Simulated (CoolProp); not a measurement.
Vapour pressure (kPa) of R21: the reference equation beside estimates from Tc = 452.7 K, pc = 5289 kPa, ω = 0.206. Clausius-Clapeyron is anchored at 317 K with a constant enthalpy of vaporisation of 22.52 kJ/mol.

Model: reference Helmholtz-energy equation of state, Platzer 1990, in CoolProp. This equation is an older, rougher fit; its heat capacities, sound speeds and derivatives of the liquid may be far off and weren't checked against measurements.

```csv
T (K),reference,Lee-Kesler,Clausius-Clapeyron,van der Waals
226,6.088,5.948,10.63,145.4
241.2,15.16,14.85,22.63,[?]
256.3,33.23,32.64,43.85,325.8
271.5,66.16,65.20,79.23,458.1
286.7,[?],119.8,134.5,623.1
301.8,206.0,204.4,215.7,822.4
317,331.7,330.0,331.7,1062
332.2,[?],506.8,490.5,[?]
347.3,745.7,744.5,699.1,1665
362.5,[?],1058,969.6,2036
377.7,1458,1458,1310,2455
392.8,1955,[?],[?],2921
```

Q: Fill in the missing entries.

A: 
- 241.2, van der Waals: 223.2
- 286.7, reference: 121.1
- 332.2, reference: 508.5
- 332.2, van der Waals: 1343
- 362.5, reference: 1059
- 392.8, Lee-Kesler: 1956
- 392.8, Clausius-Clapeyron: 1726

Absolute difference from the reference over all 12 rows, mean and median: Lee-Kesler 0.9 and 0.6 %, Clausius-Clapeyron 19.3 and 10.6 %, van der Waals 547.1 and 259.7 %.
